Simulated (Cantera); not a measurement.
Mixture: C₃H₈ : O₂ : N₂ = 1 : 2.27 : 15.2 (molar parts), at 555 Torr, adiabatic and at constant volume. Ignition delay is the time to a rise of 400 K.

Computed with Cantera and GRI-Mech 3.0 (53 species, 325 reactions). GRI-Mech 3.0 was tuned for natural gas; its chemistry of propane as a main component is partial and can be far from experiment.

**Question.** What does this change do: constant pressure in place of constant volume?

**Answer.** 
```csv
quantity,before,after
delay at 1175 K,16.5 ms,17.9 ms
delay at 1225 K,6.04 ms,6.59 ms
delay at 1275 K,2.46 ms,2.71 ms
delay at 1325 K,1.11 ms,1.23 ms
delay at 1375 K,0.555 ms,0.622 ms
delay at 1425 K,0.303 ms,0.345 ms
apparent activation energy between 1325 and 1425 K,200 kJ/mol,200 kJ/mol
```

**Question.** What does this change do: pressure from 555 Torr to 3450 Torr?

**Answer.** 
| quantity | before | after |
|---|---|---|
| delay at 1175 K | 16.5 ms | 6.58 ms |
| delay at 1225 K | 6.04 ms | 2.47 ms |
| delay at 1275 K | 2.46 ms | 0.994 ms |
| delay at 1325 K | 1.11 ms | 0.435 ms |
| delay at 1375 K | 0.555 ms | 0.207 ms |
| delay at 1425 K | 0.303 ms | 0.107 ms |
| apparent activation energy between 1325 and 1425 K | 200 kJ/mol | 220 kJ/mol |
